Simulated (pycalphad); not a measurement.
CALPHAD calculation (pycalphad, COST 507 light-alloy database (1999)), 1 atm. No gas phase is included, though pure Mg would boil below 1650 K. The database dates from 1999; later assessments differ in places, in temperatures and in the compounds included. Diffusion is slow at the low end, where real alloys seldom reach equilibrium.

Molar enthalpy of Al-3.382Si-0.9095Mg (wt.%) in equilibrium (SER reference):

| T (K) | H (kJ/mol) | phases |
|---|---|---|
| 1650 | 52.18 | LIQUID |
| 1570 | 49.65 | LIQUID |
| 1490 | 47.11 | LIQUID |
| 1410 | 44.58 | LIQUID |
| 1330 | 42.05 | LIQUID |
| 1250 | 39.52 | LIQUID |
| 1170 | 36.99 | LIQUID |
| 1090 | 34.47 | LIQUID |
| 1010 | 31.94 | LIQUID |
| 970 | 30.67 | LIQUID |
| 930 | 29.41 | LIQUID |
| 850 | 18.62 | FCC_A1 + LIQUID |
| 810 | 14.47 | FCC_A1 + DIAMOND_A4 + MG2SI |
| 770 | 13.02 | FCC_A1 + DIAMOND_A4 + MG2SI |
| 690 | 10.36 | FCC_A1 + DIAMOND_A4 + MG2SI |
| 610 | 7.93 | FCC_A1 + DIAMOND_A4 + MG2SI |
| 530 | 5.67 | FCC_A1 + DIAMOND_A4 + MG2SI |
| 450 | 3.51 | FCC_A1 + DIAMOND_A4 + MG2SI |
| 370 | 1.45 | FCC_A1 + DIAMOND_A4 + MG2SI |

Cooling from 930 K to 810 K, across the freezing range, releases 14.9 kJ/mol, or 554 J/g. The slope is 32 J/(mol K) in the liquid and 36 J/(mol K) just below the solidus, where it includes any heat of precipitation. Liquidus 909 K, solidus 831 K. Changes were sought between steps of 40 K, so a narrower field can be missed.

Database names, with the compositions (at.%) that they take in these runs: MG2SI: Mg 67 Si 33. FCC_A1 is fcc; DIAMOND_A4 is diamond (Si).
